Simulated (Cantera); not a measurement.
Cantera run, input and output.

```python
import numpy as np
import cantera as ct

gas = ct.Solution("gri30.yaml")


def delay(T, t_max=10):
    gas.TPX = T, 1000000, {'CH4': 1, 'C2H6': 0.095, 'O2': 5.18, 'N2': 19.5}
    reactor = ct.IdealGasReactor(gas, clone=False)
    net = ct.ReactorNet([reactor])
    net.rtol, net.atol = 1e-8, 1e-16
    while net.time < t_max:
        t_old, T_old = net.time, reactor.T
        net.step()
        if reactor.T > T + 400:  # ignition: a rise of 400 K
            return t_old + (T + 400 - T_old) / (reactor.T - T_old) * (net.time - t_old)
    return np.nan


taus = []
for T in [1225, 1325, 1425, 1525, 1625, 1725, 1825, 1925, 2025]:
    taus.append(delay(T))
    print(f"T0 = {T:6g} K   tau = {taus[-1]:.4e} s")
```

It prints:

```
T0 =   1225 K   tau = 7.6628e-04 s
T0 =   1325 K   tau = 2.4211e-04 s
T0 =   1425 K   tau = 9.1208e-05 s
T0 =   1525 K   tau = 3.8699e-05 s
T0 =   1625 K   tau = 1.8081e-05 s
T0 =   1725 K   tau = 9.2656e-06 s
T0 =   1825 K   tau = 5.2009e-06 s
T0 =   1925 K   tau = 3.1786e-06 s
T0 =   2025 K   tau = 2.0936e-06 s
```

Cantera simulation using GRI-Mech 3.0 (53 species, 325 reactions); the numbers are that mechanism's predictions, not measurements.
